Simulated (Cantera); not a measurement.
Charge: 1 mol B, 1.2 mol O₂, 30 mol N₂, equilibrated at 1.00 Torr.

Cantera equilibrium calculation (NASA polynomials, part measured and part estimated; ideal gas, pure solids and liquids). Candidate condensed phases: B, BN, B₂O₃; 17 gas species. Kinetics and transport are ignored. All values below are at 2125 K.

Base state: N₂ 0.963, B₂O₃ 0.0106, BO₂ 0.00958, O₂ 0.00905, O 0.00430, NO 0.00243, BO 0.00140 (mole fractions); condensed: gas only.

Task: What changes in the equilibrium state with this change: 1.7 mol HF added?

Result: 
```
species   before     after
-------  -------  --------
N₂         0.963     0.911
HF             0    0.0259
BOF            0    0.0258
B₂O₃      0.0106  0.000154
O₂       0.00905    0.0107
H₂O            0   0.00711
H              0   0.00361
HBO₂           0   0.00295
OH             0   0.00242
```
Further candidate phases: B₃O₃H₃, H₂O.
